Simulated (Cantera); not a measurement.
Input: 1 mol CH3Cl, 0.076 mol H2, 0.37 mol CH4, at 3248.15 K.

Cantera equilibrium calculation (NASA polynomials, part measured and part estimated; ideal gas, pure solids and liquids). Candidate condensed phases: C, C6H6, C7H8, C8H18; 91 gas species. The numbers say what is thermodynamically allowed, not how fast it happens.

Task: Which condensed phases are stable at each of these points (P (Pa)): 1, 3.60, 13, 46, 170, 600, 2200, 7700, 28000, 100000?

Result: 
```
P (Pa)  condensed phases  C condensed (%)
------  ----------------  ---------------
1               gas only              0.0
3.60            gas only              0.0
13              gas only              0.0
46              gas only              0.0
170             gas only              0.0
600             gas only              0.0
2200            gas only              0.0
7700         C(graphite)             18.5
28000        C(graphite)             58.1
100000       C(graphite)             66.0
```

From 1.00 Pa to 22.0 mbar nothing is condensed. From 77.0 mbar to 1.00 bar the condensed part is C(graphite).
